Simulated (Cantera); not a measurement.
A freely propagating, adiabatic, planar premixed flame of H2 : O2 : N2 = 1 : 0.543 : 2.04 (molar parts), equivalence ratio 0.92, unburnt at 600 K and 11000 Pa; mixture-averaged transport, grid criteria slope 0.08 and curve 0.16, no radiation.

Computed with Cantera and the H2/O2 subset of GRI-Mech 3.0, which has no nitrogen chemistry. Burning velocities carry a grid error of a few per cent, more on coarse grids.

Task: Predict: laminar burning velocity; thermal thickness; peak x(HO2); peak x(H2O2); peak x(OH).

Result: 
| Quantity | Value |
|---|---|
| laminar burning velocity | 561 cm/s |
| thermal thickness | 8.51 mm |
| peak x(HO2) | 4.28e-5 |
| peak x(H2O2) | 7.92e-7 |
| peak x(OH) | 0.0193 |
